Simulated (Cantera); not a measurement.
What does this Cantera script print?

```python
import numpy as np
import cantera as ct

gas = ct.Solution("gri30.yaml", transport_model="multicomponent")
show = ['NO', 'NH3', 'N2']

rows = []
print(f"{'T/K':>7s}{'rho':>11s}{'cp':>10s}{'mu':>11s}{'lambda':>11s}{'Pr':>7s}" + "".join(f"{'D_' + s:>11s}" for s in show))
for T in [400, 550, 700, 850, 1000, 1150, 1300, 1450]:
    gas.TPX = T, 101325, {'CO': 0.49}
    Pr = gas.cp_mass * gas.viscosity / gas.thermal_conductivity
    D = [gas.mix_diff_coeffs_mole[gas.species_index(s)] for s in show]
    rows.append([gas.density, gas.cp_mass, gas.viscosity, gas.thermal_conductivity, Pr, *D])
    print(f"{T:7g}{gas.density:11.4e}{gas.cp_mass:10.1f}{gas.viscosity:11.4e}"
          f"{gas.thermal_conductivity:11.4e}{Pr:7.3f}" + "".join(f"{d:11.4e}" for d in D))
print("SI units: kg/m3, J/kg/K, Pa s, W/m/K, m2/s")
```

Output:

```
    T/K        rho        cp         mu     lambda     Pr       D_NO      D_NH3       D_N2
    400 8.5337e-01    1048.7 2.1957e-05 3.1878e-02  0.722 3.3585e-05 3.7814e-05 3.4156e-05
    550 6.2063e-01    1074.4 2.7416e-05 4.0971e-02  0.719 5.7899e-05 6.7936e-05 5.8885e-05
    700 4.8764e-01    1111.5 3.2254e-05 4.9979e-02  0.717 8.6995e-05 1.0453e-04 8.8476e-05
    850 4.0158e-01    1151.8 3.6678e-05 5.8966e-02  0.716 1.2046e-04 1.4692e-04 1.2251e-04
   1000 3.4135e-01    1184.0 4.0802e-05 6.7494e-02  0.716 1.5801e-04 1.9463e-04 1.6070e-04
   1150 2.9682e-01    1211.2 4.4693e-05 7.5693e-02  0.715 1.9941e-04 2.4729e-04 2.0280e-04
   1300 2.6257e-01    1233.6 4.8398e-05 8.3537e-02  0.715 2.4448e-04 3.0465e-04 2.4864e-04
   1450 2.3541e-01    1251.8 5.1947e-05 9.1046e-02  0.714 2.9306e-04 3.6647e-04 2.9805e-04
SI units: kg/m3, J/kg/K, Pa s, W/m/K, m2/s
```

Computed with Cantera and GRI-Mech 3.0 (53 species, 325 reactions).
